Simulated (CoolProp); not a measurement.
Properties of decamethyltetrasiloxane (MD2M) at several states.

Values from CoolProp's reference Helmholtz-energy equation of state, Thol 2017.

```json
[
 {"T (K)": "461.2", "p (bar)": "4.35", "phase": "liquid", "Z": "0.05206", "cp (kJ/(kg K))": "2.097", "cv (kJ/(kg K))": "1.821", "isothermal compressibility (1/MPa)": "0.008120"},
 {"T (K)": "427.6", "p (bar)": "0.331", "phase": "gas", "Z": "0.9689", "cp (kJ/(kg K))": "1.715", "cv (kJ/(kg K))": "1.684", "isothermal compressibility (1/MPa)": "31.22"},
 {"T (K)": "511.3", "p (bar)": "0.212", "phase": "gas", "Z": "0.9894", "cp (kJ/(kg K))": "1.884", "cv (kJ/(kg K))": "1.856", "isothermal compressibility (1/MPa)": "47.68"}
]
```
